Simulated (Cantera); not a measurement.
A Cantera script and what it prints.

```python
import numpy as np
import cantera as ct

gas_names = [...]  # 50 gases of nasa_gas.yaml made of F, H, Mg, N, O
cond_names = """
    H2O(s) H2O(L) Mg(cr) Mg(L) MgF2(s) MgF2(L) MgO(s) MgO(L) MgO2H2(s)
""".split()


# ... load() reads the species with a 1 bar reference pressure and builds the phases ...
atoms = {
    'MgF2': {'Mg': 1, 'F': 2},
    'H2O': {'H': 2, 'O': 1},
    'N2': {'N': 2},
}
top_T = {}  # K; cautious upper limits of use, not melting points


# ... equilibrate(T, P, feed) seeds the gas with the atoms and calls Mixture.equilibrate('TP', solver="vcs", rtol=1e-11, max_steps=5000) ...
results = []
P = 100000  # Pa
for T in [1575, 1650, 1725, 1800, 1875, 1950, 2025, 2100, 2175]:
    for m in [0.093, 0.14, 0.21, 0.31, 0.47, 0.71, 1.1, 1.6, 2.4, 3.7, 5.5, 8.3]:
        feed = {'MgF2': 1, 'H2O': m, 'N2': 55}  # mol
        mix = equilibrate(T, P, feed)
        results.append((T, P, feed, dict(zip(mix.species_names, mix.species_moles))))

for T, P, feed, n in results:
    print(f"{T:7g} {feed['H2O']:10.4g}  " + (" + ".join(c for c in cond_names if n.get(c, 0) > 1e-12) or "gas only"))
```

It prints:

```
   1575      0.093  MgF2(L) + MgO(s)
   1575       0.14  MgF2(L) + MgO(s)
   1575       0.21  MgF2(L) + MgO(s)
   1575       0.31  MgF2(L) + MgO(s)
   1575       0.47  MgF2(L) + MgO(s)
   1575       0.71  MgF2(L) + MgO(s)
   1575        1.1  MgF2(L) + MgO(s)
   1575        1.6  MgO(s)
   1575        2.4  MgO(s)
   1575        3.7  MgO(s)
   1575        5.5  MgO(s)
   1575        8.3  MgO(s)
   1650      0.093  MgF2(L) + MgO(s)
   1650       0.14  MgF2(L) + MgO(s)
   1650       0.21  MgF2(L) + MgO(s)
   1650       0.31  MgF2(L) + MgO(s)
   1650       0.47  MgF2(L) + MgO(s)
   1650       0.71  MgF2(L) + MgO(s)
   1650        1.1  MgF2(L) + MgO(s)
   1650        1.6  MgO(s)
   1650        2.4  MgO(s)
   1650        3.7  MgO(s)
   1650        5.5  MgO(s)
   1650        8.3  MgO(s)
   1725      0.093  MgF2(L) + MgO(s)
   1725       0.14  MgF2(L) + MgO(s)
   1725       0.21  MgF2(L) + MgO(s)
   1725       0.31  MgF2(L) + MgO(s)
   1725       0.47  MgF2(L) + MgO(s)
   1725       0.71  MgF2(L) + MgO(s)
   1725        1.1  MgO(s)
   1725        1.6  MgO(s)
   1725        2.4  MgO(s)
   1725        3.7  MgO(s)
   1725        5.5  MgO(s)
   1725        8.3  MgO(s)
   1800      0.093  MgF2(L) + MgO(s)
   1800       0.14  MgF2(L) + MgO(s)
   1800       0.21  MgF2(L) + MgO(s)
   1800       0.31  MgF2(L) + MgO(s)
   1800       0.47  MgF2(L) + MgO(s)
   1800       0.71  MgF2(L) + MgO(s)
   1800        1.1  MgO(s)
   1800        1.6  MgO(s)
   1800        2.4  MgO(s)
   1800        3.7  MgO(s)
   1800        5.5  MgO(s)
   1800        8.3  MgO(s)
   1875      0.093  MgF2(L) + MgO(s)
   1875       0.14  MgF2(L) + MgO(s)
   1875       0.21  MgF2(L) + MgO(s)
   1875       0.31  MgF2(L) + MgO(s)
   1875       0.47  MgF2(L) + MgO(s)
   1875       0.71  MgO(s)
   1875        1.1  MgO(s)
   1875        1.6  MgO(s)
   1875        2.4  MgO(s)
   1875        3.7  MgO(s)
   1875        5.5  MgO(s)
   1875        8.3  MgO(s)
   1950      0.093  MgO(s)
   1950       0.14  MgO(s)
   1950       0.21  MgO(s)
   1950       0.31  MgO(s)
   1950       0.47  MgO(s)
   1950       0.71  MgO(s)
   1950        1.1  MgO(s)
   1950        1.6  MgO(s)
   1950        2.4  MgO(s)
   1950        3.7  MgO(s)
   1950        5.5  MgO(s)
   1950        8.3  MgO(s)
   2025      0.093  MgO(s)
   2025       0.14  MgO(s)
   2025       0.21  MgO(s)
   2025       0.31  MgO(s)
   2025       0.47  MgO(s)
   2025       0.71  MgO(s)
   2025        1.1  MgO(s)
   2025        1.6  MgO(s)
   2025        2.4  MgO(s)
   2025        3.7  MgO(s)
   2025        5.5  MgO(s)
   2025        8.3  MgO(s)
   2100      0.093  MgO(s)
   2100       0.14  MgO(s)
   2100       0.21  MgO(s)
   2100       0.31  MgO(s)
   2100       0.47  MgO(s)
   2100       0.71  MgO(s)
   2100        1.1  MgO(s)
   2100        1.6  MgO(s)
   2100        2.4  MgO(s)
   2100        3.7  MgO(s)
   2100        5.5  MgO(s)
   2100        8.3  MgO(s)
   2175      0.093  MgO(s)
   2175       0.14  MgO(s)
   2175       0.21  MgO(s)
   2175       0.31  MgO(s)
   2175       0.47  MgO(s)
   2175       0.71  MgO(s)
   2175        1.1  MgO(s)
   2175        1.6  MgO(s)
   2175        2.4  MgO(s)
   2175        3.7  MgO(s)
   2175        5.5  MgO(s)
   2175        8.3  MgO(s)
```

Method: chemical equilibrium by Gibbs-energy minimisation in Cantera with the NASA 1993 tables (ideal gas, pure condensed phases). Mutual solubility and eutectic melting of coexisting phases are not modelled.
